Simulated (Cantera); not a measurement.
Feed: 1 mol MgF₂, 0.086 mol H₂O, 3.1 mol N₂, held at 10.0 Torr.

Cantera equilibrium calculation (NASA polynomials, part measured and part estimated; ideal gas, pure solids and liquids). Candidate condensed phases: H₂O, Mg, MgF₂, MgO, Mg(OH)₂; 50 gas species. Mutual solubility and eutectic melting of coexisting phases are not modelled. Kinetics and transport are ignored.

Q: Which condensed phases are stable at each of these points (T (K)): 1673, 1723, 1773, 1823, 1873, 1923, 1973, 2023?

A: 
```
T (K)  condensed phases  Mg condensed (%)
-----  ----------------  ----------------
1673   MgF₂(l) + MgO(s)              79.1
1723   MgF₂(l) + MgO(s)              58.0
1773   MgF₂(l) + MgO(s)              14.9
1823             MgO(s)               8.5
1873             MgO(s)               8.5
1923             MgO(s)               8.4
1973             MgO(s)               8.2
2023             MgO(s)               7.9
```

From 1673 K to 1773 K the condensed part is MgF₂(l) + MgO(s). From 1823 K to 2023 K the condensed part is MgO(s).
